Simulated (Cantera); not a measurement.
Feed: 1 mol PbS, a varied amount of H2, 2.1 mol N2, held at 1227 °C and 5.10 mbar.

Equilibrium computed with Cantera from the NASA thermochemical tables; the gas is ideal and each condensed phase is pure. Candidate condensed phases: Pb, PbS, S; 18 gas species. Kinetics and transport are ignored.

Question: At 120 mol H2, list the 4 most abundant gas species with their mole fractions, and the condensed phases.

Answer: H2 0.969, N2 0.0170, Pb 0.00608, H2S 0.00497. Condensed: gas only.
